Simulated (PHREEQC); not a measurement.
A made-up water analysis in mg/L, 47 °C, pH 3.82, pe 9.1: Na 85.2; K 6.2; Ca 34.4; Mg 7.88; Cl 25.7; S(6) as SO4 266; Cu(2) 0.407; B 0.0318; Mn(2) 10.2.

Valence states are taken as typed.

Equilibrium calculation in PHREEQC: ion-association model, phreeqc.dat.

Each row changes one thing in this solution. This is a speciation only: nothing precipitates in the calculation.

```
case                                               ionic strength (mol/kgw)  Ca+2 (mol/kgw)  Mg+2 (mol/kgw)  CaSO4 (mol/kgw)  Mn+2 (mol/kgw)  MgSO4 (mol/kgw)  SI of Gypsum (CaSO4:2H2O)  SI of Halite (NaCl)
-------------------------------------------------  ------------------------  --------------  --------------  ---------------  --------------  ---------------  -------------------------  -------------------
as made                                                             0.00936        0.000704        0.000228         0.000155        0.000145          9.66e-5                      -1.51                -7.25
temperature from 47 to 70 °C at the same typed pH                   0.00910        0.000694             ___         0.000164             ___         0.000127                      -1.47                -7.27
Mg from 7.88 to 3.94 mg/L                                           0.00920        0.000701             ___              ___             ___          4.91e-5                      -1.50                -7.25
```

Problem. Fill in the missing entries.

Solution. 
- temperature from 47 to 70 °C at the same typed pH, Mg+2 (mol/kgw): 0.000198
- temperature from 47 to 70 °C at the same typed pH, Mn+2 (mol/kgw): 0.000135
- Mg from 7.88 to 3.94 mg/L, Mg+2 (mol/kgw): 0.000113
- Mg from 7.88 to 3.94 mg/L, CaSO4 (mol/kgw): 0.000158
- Mg from 7.88 to 3.94 mg/L, Mn+2 (mol/kgw): 0.000144

Away from 25 °C the constants follow the database's enthalpies or fits; those with neither stay at their 25 °C values.
